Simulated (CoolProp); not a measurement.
A simple Rankine cycle with n-perfluoropentane: condensing at 291.15 K, boiler at 1.57 MPa, turbine inlet 499 K, turbine efficiency 0.8, pump efficiency 0.7, no recuperator. Each further row changes one setting.

Computed with CoolProp (reference Helmholtz-energy equation of state, Gao 2022).

```
case                             thermal efficiency (%)  net work (kJ/kg)  heat in (kJ/kg)  turbine exit temperature (K)  volume ratio over the turbine
-------------------------------  ----------------------  ----------------  ---------------  ----------------------------  -----------------------------
as stated                                          11.3              31.7              279                         458.8                           25.5
condensing temperature 283.15 K                    12.2              35.1              287                         455.3                           35.4
boiler pressure 1.1 MPa                            10.3              29.0              282                         464.6                           17.2
turbine efficiency 0.7                              9.9              27.5              279                         462.9                           25.7
```
